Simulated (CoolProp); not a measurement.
The fluid at 298.15 K and 2.85 MPa is compressed adiabatically to 15.9 MPa with isentropic efficiency 0.6. The same conditions are run with several fluids, on thermodynamics alone (safety and materials aside).

Computed with CoolProp (reference Helmholtz-energy equation of state of each fluid (nitrogen: Span 2000; methane: Setzmann 1991; nitrous oxide: Lemmon 2006; carbon dioxide: Span 1996)).

| fluid | work (kJ/kg) | final temperature (K) | final density (kg/m³) |
|---|---|---|---|
| nitrogen | 338 | 611.5 | 81.6 |
| methane | 526 | 510.6 | 58.7 |
| nitrous oxide | 160 | 491.6 | 195 |
| carbon dioxide | 165 | 496.6 | 187 |
